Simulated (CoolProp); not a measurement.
Properties of the fluoroketone C6F12O (FK-5-1-12) along the isobar 1.08 MPa (Tc = 168.7 °C, pc = 1.869 MPa, ω = 0.471).

Model: reference Helmholtz-energy equation of state, McLinden 2015, in CoolProp.

```csv
T (°C),phase,density (kg/m³),cv (kJ/(kg K)),Joule-Thomson coefficient (K/MPa),isothermal compressibility (1/MPa),fugacity coefficient
-35.75,liquid,1777,0.8750,-0.3306,0.001408,0.001339
-16.95,liquid,1726,0.8736,-0.3165,0.001735,…
1.75,liquid,…,0.8767,-0.2950,0.002170,0.01360
20.55,liquid,1620,0.8838,-0.2640,0.002769,0.03265
39.25,liquid,1564,…,-0.2209,0.003613,0.06787
58.05,liquid,1504,0.9081,-0.1601,0.004867,0.1263
76.75,liquid,1440,0.9245,-0.07263,0.006818,0.2134
95.55,liquid,1367,0.9436,0.06328,0.01016,0.3339
114.35,liquid,1284,0.9651,0.3009,0.01674,0.4884
133.05,liquid,1179,0.9899,0.8334,0.03420,0.6720
151.85,gas,137.3,0.9992,16.24,1.485,0.7730
170.55,gas,120.7,1.007,11.85,1.276,0.8081
189.35,gas,109.5,1.020,9.378,1.176,…
208.05,gas,101.3,1.035,7.759,1.115,0.8593
226.85,gas,94.61,1.051,6.588,1.075,0.8786
```

### Question
What belongs in the gaps?

### Answer

- -16.95, fugacity coefficient: 0.004782
- 1.75, density (kg/m³): 1674
- 39.25, cv (kJ/(kg K)): 0.8944
- 189.35, fugacity coefficient: 0.8363
